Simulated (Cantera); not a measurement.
A Cantera script and what it prints.

```python
import numpy as np
import cantera as ct

gas_names = """
    H H2 N NH NH2 NH3 N2 N2H2 N2H4 Si SiH SiH2 SiH3 SiH4 SiN Si2 Si2N Si3
""".split()
cond_names = """
    Si(cr) Si(L) Si3N4(a)
""".split()


def load(file, names, dense=False):
    # The tables refer to 1 bar. Condensed volumes are neglected.
    table = {s.name: s for s in ct.Species.list_from_file(file)}
    out = []
    for n in names:
        d = dict(table[n].input_data)
        d["thermo"] = dict(d["thermo"], **{"reference-pressure": 1e5})
        if dense:
            d["equation-of-state"] = {"model": "constant-volume", "density": "1e6 g/cm^3"}
        out.append(ct.Species.from_dict(d))
    return out


gas = ct.Solution(thermo="ideal-gas", species=load("nasa_gas.yaml", gas_names))
cond = {s.name: ct.Solution(thermo="fixed-stoichiometry", species=[s], name=s.name)
        for s in load("nasa_condensed.yaml", cond_names, dense=True)}
atoms = {
    'SiH4': {'Si': 1, 'H': 4},
    'N2': {'N': 2},
}
top_T = {'Si3N4(a)': 2400}  # K; cautious upper limits of use, not melting points


def equilibrate(T, P, feed):
    n = {}
    for name, mol in feed.items():
        for a, k in atoms[name].items():
            n[a] = n.get(a, 0.0) + k * mol
    gas.TPX = T, P, n
    mass = sum(n.values()) * gas.mean_molecular_weight
    gas.equilibrate("TP")
    valid = [c for c in cond.values() if c.min_temp <= T <= top_T.get(c.name, c.max_temp)]
    mix = ct.Mixture([(gas, mass / gas.mean_molecular_weight)] + [(c, 0.0) for c in valid])
    mix.T, mix.P = T, P
    mix.equilibrate("TP", solver="vcs", rtol=1e-11, max_steps=5000)
    return mix


results = []
feed = {'SiH4': 1, 'N2': 0.55}  # mol
T = 1748  # K
P = 34  # Pa
mix = equilibrate(T, P, feed)
results.append((T, P, feed, dict(zip(mix.species_names, mix.species_moles))))
x = sorted(zip(gas.X, gas.species_names), reverse=True)
print(f"T = {T:g} K  P = {P:g} Pa  gas = {mix.phase_moles(0):.4g} mol")
print("   x: " + "  ".join(f"{s} {v:.3e}" for v, s in x if v > 0.001))
print("   condensed (mol): " + ("  ".join(f"{mix.phase(i).name} {mix.phase_moles(i):.4g}"
      for i in range(1, mix.n_phases) if mix.phase_moles(i) > 1e-12) or "none"))
```

It prints:

```
T = 1748 K  P = 34 Pa  gas = 2.575 mol
   x: H2 7.711e-01  N2 2.135e-01  H 1.088e-02  Si 4.281e-03
   condensed (mol): Si(L) 0.9883
```

Cantera equilibrium calculation (NASA polynomials, part measured and part estimated; ideal gas, pure solids and liquids). The tables' values for SiN are old estimates; treat these amounts as uncertain. Gases not in the tables: Si2H6 and higher silanes.
